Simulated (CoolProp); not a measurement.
Vapour pressure (MPa) of carbon monoxide: the reference equation beside estimates from Tc = 132.9 K, pc = 3.498 MPa, ω = 0.050. Clausius-Clapeyron is anchored at 99.4 K with a constant enthalpy of vaporisation of 5.194 kJ/mol.

Values from CoolProp's reference Helmholtz-energy equation of state, Lemmon 2006. It is a short technical equation, of lower accuracy than the large ones.

```json
[
 {"T (K)": "87.4", "reference": "0.1863", "Lee-Kesler": "0.1864", "Clausius-Clapeyron": "0.2197", "Soave-Redlich-Kwong": "0.1859", "Peng-Robinson": "0.1879"},
 {"T (K)": "91.4", "reference": "0.2708", "Lee-Kesler": "0.2711", "Clausius-Clapeyron": "0.3003", "Soave-Redlich-Kwong": "0.2708", "Peng-Robinson": "0.2723"},
 {"T (K)": "95.4", "reference": "0.3809", "Lee-Kesler": "0.3814", "Clausius-Clapeyron": "0.4000", "Soave-Redlich-Kwong": "0.3818", "Peng-Robinson": "0.3820"},
 {"T (K)": "99.4", "reference": "0.5206", "Lee-Kesler": "0.5211", "Clausius-Clapeyron": "0.5206", "Soave-Redlich-Kwong": "0.5231", "Peng-Robinson": "0.5216"},
 {"T (K)": "103.4", "reference": "0.6942", "Lee-Kesler": "0.6945", "Clausius-Clapeyron": "0.6639", "Soave-Redlich-Kwong": "0.6991", "Peng-Robinson": "0.6953"},
 {"T (K)": "107.4", "reference": "0.9062", "Lee-Kesler": "0.9058", "Clausius-Clapeyron": "0.8314", "Soave-Redlich-Kwong": "0.9144", "Peng-Robinson": "0.9079"},
 {"T (K)": "111.4", "reference": "1.161", "Lee-Kesler": "1.159", "Clausius-Clapeyron": "1.025", "Soave-Redlich-Kwong": "1.173", "Peng-Robinson": "1.164"},
 {"T (K)": "115.5", "reference": "1.471", "Lee-Kesler": "1.469", "Clausius-Clapeyron": "1.250", "Soave-Redlich-Kwong": "1.489", "Peng-Robinson": "1.477"},
 {"T (K)": "119.5", "reference": "1.828", "Lee-Kesler": "1.824", "Clausius-Clapeyron": "1.498", "Soave-Redlich-Kwong": "1.850", "Peng-Robinson": "1.837"},
 {"T (K)": "123.5", "reference": "2.243", "Lee-Kesler": "2.240", "Clausius-Clapeyron": "1.775", "Soave-Redlich-Kwong": "2.269", "Peng-Robinson": "2.255"},
 {"T (K)": "127.5", "reference": "2.725", "Lee-Kesler": "2.724", "Clausius-Clapeyron": "2.080", "Soave-Redlich-Kwong": "2.749", "Peng-Robinson": "2.739"}
]
```

Absolute difference from the reference over all 11 rows, mean and median: Lee-Kesler 0.1 and 0.1 %, Clausius-Clapeyron 12.3 and 11.7 %, Soave-Redlich-Kwong 0.7 and 0.9 %, Peng-Robinson 0.4 and 0.4 %.
